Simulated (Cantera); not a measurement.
Feed: 1 mol SO2, 0.61 mol H2, at 975 K and 75.0 Torr.

Equilibrium computed with Cantera from the NASA thermochemical tables; the gas is ideal and each condensed phase is pure. Candidate condensed phases: H2O, H2SO4, S; 19 gas species. Gases not in the tables: S3 to S7. Rates play no part.

Base state: SO2 0.490, H2O 0.398, S2 0.0856, H2S 0.0221, S2O 0.00367, H2 0.00134, SO 3.05e-5 (mole fractions); condensed: gas only.

**Question.** What changes in the equilibrium state with this change: H2 from 0.61 to 0.45 mol?

**Answer.** 
```csv
species,before,after
SO2,0.490,0.588
H2O,0.398,0.323
S2,0.0856,0.0709
H2S,0.0221,0.0142
H2,0.00134,0.000944
S2O,0.00367,0.00349
```
